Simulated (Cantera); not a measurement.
Input (Python, Cantera) and output of one run.

```python
import numpy as np
import cantera as ct

gas_names = """
    CL CLO CL2 H HCL HOCL HO2 H2 H2O H2O2 O OH O2 O3 Ti TiCL TiCL2 TiCL3 TiCL4 TiO TiOCL TiOCL2 TiO2
""".split()
cond_names = """
    H2O(s) H2O(L) Ti(a) Ti(b) Ti(L) TiCL2(s) TiCL3(s) TiCL4(L) TiO(a) TiO(b) TiO(L) TiO2(ru) TiO2(L)
    Ti2O3(a) Ti2O3(b) Ti2O3(L) Ti3O5(a) Ti3O5(b) Ti3O5(L) Ti4O7(s) Ti4O7(L)
""".split()


def load(file, names, dense=False):
    # The tables refer to 1 bar. Condensed volumes are neglected.
    table = {s.name: s for s in ct.Species.list_from_file(file)}
    out = []
    for n in names:
        d = dict(table[n].input_data)
        d["thermo"] = dict(d["thermo"], **{"reference-pressure": 1e5})
        if dense:
            d["equation-of-state"] = {"model": "constant-volume", "density": "1e6 g/cm^3"}
        out.append(ct.Species.from_dict(d))
    return out


gas = ct.Solution(thermo="ideal-gas", species=load("nasa_gas.yaml", gas_names))
cond = {s.name: ct.Solution(thermo="fixed-stoichiometry", species=[s], name=s.name)
        for s in load("nasa_condensed.yaml", cond_names, dense=True)}
atoms = {
    'TiCl4': {'Ti': 1, 'CL': 4},
    'H2O': {'H': 2, 'O': 1},
}
top_T = {'TiCL2(s)': 1300, 'TiCL3(s)': 1000}  # K; cautious upper limits of use, not melting points


def equilibrate(T, P, feed):
    n = {}
    for name, mol in feed.items():
        for a, k in atoms[name].items():
            n[a] = n.get(a, 0.0) + k * mol
    gas.TPX = T, P, n
    mass = sum(n.values()) * gas.mean_molecular_weight
    gas.equilibrate("TP")
    valid = [c for c in cond.values() if c.min_temp <= T <= top_T.get(c.name, c.max_temp)]
    mix = ct.Mixture([(gas, mass / gas.mean_molecular_weight)] + [(c, 0.0) for c in valid])
    mix.T, mix.P = T, P
    mix.equilibrate("TP", solver="vcs", rtol=1e-11, max_steps=5000)
    return mix


results = []
feed = {'TiCl4': 1, 'H2O': 1.5}  # mol
P = 10000  # Pa
for T in [1050, 1100, 1150, 1200, 1250, 1300, 1350, 1400, 1450, 1500, 1550]:
    mix = equilibrate(T, P, feed)
    results.append((T, P, feed, dict(zip(mix.species_names, mix.species_moles))))

top = {s: max(r[3][s] / sum(r[3][g] for g in gas_names) for r in results) for s in gas_names}
cols = sorted((s for s in top if top[s] > 1e-05), key=lambda s: -top[s])[:8]
seen = [c for c in cond_names if any(r[3].get(c, 0) > 1e-12 for r in results)]
print("log10 of partial pressures in bar; condensed amounts in mol")
print(f"{'T/K':>10s}" + "".join(f"{s[:9]:>10s}" for s in cols + seen))
for T, P, feed, n in results:
    ng = sum(n[g] for g in gas_names)
    print(f"{T:10.4g}" + "".join(f"{np.log10(max(n[s] / ng * P / 1e5, 1e-99)):10.3f}" for s in cols)
          + "".join(f"{n.get(c, 0):10.4g}" for c in seen))
```

It prints:

```
log10 of partial pressures in bar; condensed amounts in mol
       T/K       HCL     TiCL4        CL     TiCL3       H2O        H2       CL2    TiOCL2  TiO2(ru)
      1050    -1.035    -2.113    -6.156    -6.463    -4.542    -6.020    -6.109   -10.398    0.7495
      1100    -1.035    -2.113    -5.776    -6.061    -4.476    -5.789    -5.913    -9.714    0.7495
      1150    -1.035    -2.113    -5.431    -5.692    -4.416    -5.574    -5.737    -9.091    0.7494
      1200    -1.035    -2.113    -5.115    -5.352    -4.362    -5.373    -5.580    -8.520    0.7493
      1250    -1.035    -2.113    -4.827    -5.039    -4.313    -5.185    -5.438    -7.996    0.7492
      1300    -1.035    -2.113    -4.560    -4.749    -4.268    -5.010    -5.308    -7.513    0.7491
      1350    -1.036    -2.114    -4.314    -4.481    -4.227    -4.847    -5.189    -7.067     0.749
      1400    -1.036    -2.116    -4.085    -4.233    -4.189    -4.695    -5.078    -6.654    0.7489
      1450    -1.036    -2.118    -3.872    -4.003    -4.153    -4.554    -4.976    -6.271    0.7488
      1500    -1.036    -2.122    -3.674    -3.790    -4.120    -4.421    -4.881    -5.914    0.7487
      1550    -1.037    -2.127    -3.488    -3.592    -4.088    -4.297    -4.793    -5.582    0.7486
```

Method: chemical equilibrium by Gibbs-energy minimisation in Cantera with the NASA 1993 tables (ideal gas, pure condensed phases). Condensed phases not in the tables: TiOCl.
